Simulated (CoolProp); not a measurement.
Saturation properties of ethylene (Tc = 282.4 K, pc = 50.42 bar, ω = 0.087).

Values from CoolProp's reference Helmholtz-energy equation of state, Smukala 2000.

```tsv
T (K)	p (bar)	liquid density (kg/m³)	vapour Z	surface tension (mN/m)
203.9	5.327	514.8	0.8938	10.7
208.2	6.286	507.6	0.8809	9.98
212.5	7.366	500.2	0.8671	9.31
216.7	8.547	492.7	0.8526	8.65
221	9.892	484.8	0.8369	8.00
225.3	11.38	476.7	0.8201	7.34
229.5	12.99	468.4	0.8026	6.72
233.8	14.81	459.6	0.7836	6.08
238.1	16.79	450.3	0.7632	5.46
242.4	18.97	440.6	0.7415	4.84
246.6	21.28	430.6	0.7188	4.25
250.9	23.85	419.7	0.6937	3.66
255.2	26.64	407.9	0.6666	3.08
259.5	29.67	395.0	0.6370	2.52
```

It boils at 169.4 K under 1 atm.

Surface tension comes from a separate correlation (Mulero 2012).
